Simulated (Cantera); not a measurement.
Charge: 1 mol n-butane, 0.55 mol H2O, held at 2275 K and 17.0 mbar.

Cantera equilibrium calculation (NASA polynomials, part measured and part estimated; ideal gas, pure solids and liquids). Candidate condensed phases: C, C6H6, C7H8, C8H18, H2O; 110 gas species. The numbers say what is thermodynamically allowed, not how fast it happens.

Base state: H2 0.849, CO 0.0875, H 0.0600, C2H2 (acetylene) 0.00323 (mole fractions); condensed: C(graphite).

Question: What changes in the equilibrium state with this change: temperature from 2275 K to 2348 K?

Answer: 
| species | before | after |
|---|---|---|
| H2 | 0.849 | 0.823 |
| CO | 0.0875 | 0.0863 |
| H | 0.0600 | 0.0859 |
| C2H2 (acetylene) | 0.00323 | 0.00450 |
| C2H | 9.68e-6 | 2.39e-5 |
| C4H2 | 5.04e-6 | 1.01e-5 |
| C(graphite), mol | 3.41 | 3.39 |
